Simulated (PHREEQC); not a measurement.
0.029 g of hydrous ferric oxide (600 m²/g; 0.2 weak and 0.005 strong sites per Fe, Dzombak-Morel constants, diffuse double layer) in 1 kg of water with 0.001 mol/kgw of an inert sodium salt and 2.2e-06 mol Ag2SO4, at 25 °C; the pH is set by adding NaOH or the inert anion's acid. O2 is buffered at 0.21 atm. The system is closed to CO2. Precipitation was switched off in this run.

The series has 13 steps of pH, from 3 to 11.

Model: ion-association model, wateq4f.dat, run in PHREEQC.

**Question.** Near which pH is half of the S sorbed, and on which side is more sorbed?

**Answer.** Near pH 6.2, with more sorbed at lower pH.

**Question.** Near which pH is half of the Ag sorbed, and on which side is more sorbed?

**Answer.** Near pH 9.1, with more sorbed at higher pH.

The oxide is taken as insoluble; below pH 4 it would dissolve.
